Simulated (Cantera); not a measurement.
A closed system holds: 1 mol BF₃, 7.4 mol H₂O, 0.64 mol N₂, equilibrated at 2375 K and 218 Torr.

These are equilibrium values from Cantera (NASA tables, ideal gas, pure condensed phases), not measurements of a reactor. Candidate condensed phases: B, BN, B₂O₃, B₃O₃H₃, H₂O; 62 gas species. The numbers say what is thermodynamically allowed, not how fast it happens.

Base state: H₂O 0.536, HF 0.244, N₂ 0.0617, BOF 0.0482, HBO₂ 0.0461, H₂ 0.0300, OH 0.0144, O₂ 0.0109 (mole fractions); condensed: gas only.

Question: What changes in the equilibrium state with this change: H₂O from 7.4 to 0.14 mol?

Answer: 
| species | before | after |
|---|---|---|
| BF₃ | 1.47e-5 | 0.445 |
| N₂ | 0.0617 | 0.333 |
| HF | 0.244 | 0.145 |
| H₂O | 0.536 | 9.49e-6 |
| HBO₂ | 0.0461 | 2.06e-6 |
| H₂ | 0.0300 | 9.91e-6 |
| OH | 0.0144 | 1.41e-5 |
| O₂ | 0.0109 | 3.13e-5 |
| BOF | 0.0482 | 0.0723 |
| B₂O₃ | 0.000686 | 7.69e-8 |
| HBO | 4.29e-5 | 3.56e-8 |
The tables' values for BF₂ are old estimates; treat these amounts as uncertain.

Question: What changes in the equilibrium state with this change: temperature from 2375 K to 1450 K?

Answer: 
```json
[
 {"species": "H₂O", "before": "0.536", "after": "0.628"},
 {"species": "HF", "before": "0.244", "after": "0.242"},
 {"species": "N₂", "before": "0.0617", "after": "0.0660"},
 {"species": "H₂", "before": "0.0300", "after": "0.000141"},
 {"species": "HBO₂", "before": "0.0461", "after": "0.0226"},
 {"species": "BF₃", "before": "1.47e-5", "after": "0.0121"},
 {"species": "OH", "before": "0.0144", "after": "2.23e-5"},
 {"species": "O₂", "before": "0.0109", "after": "6.12e-5"},
 {"species": "BOF", "before": "0.0482", "after": "0.0260"},
 {"species": "B₃O₃F₃", "before": "<1e-9", "after": "0.00179"},
 {"species": "(HBO₂)₃", "before": "<1e-9", "after": "0.00142"},
 {"species": "BO", "before": "6.87e-5", "after": "<1e-9"},
 {"species": "O", "before": "0.00147", "after": "2.92e-8"},
 {"species": "B₂O₃(l), mol", "before": "0", "after": "0.159"}
]
```
Gases not in the tables: H₃BO₃.

Question: What changes in the equilibrium state with this change: BF₃ replaced by B?

Answer: 
| species | before | after |
|---|---|---|
| H₂O | 0.536 | 0.621 |
| H₂ | 0.0300 | 0.173 |
| HBO₂ | 0.0461 | 0.107 |
| HF | 0.244 | 0 |
| BOF | 0.0482 | 0 |
| O₂ | 0.0109 | 0.000438 |
| H | 0.00454 | 0.0109 |
| OH | 0.0144 | 0.00696 |
| N₂ | 0.0617 | 0.0740 |
| F | 5.46e-5 | 0 |
| BF₃ | 1.47e-5 | 0 |
| HBO | 4.29e-5 | 0.000497 |
| O | 0.00147 | 0.000295 |
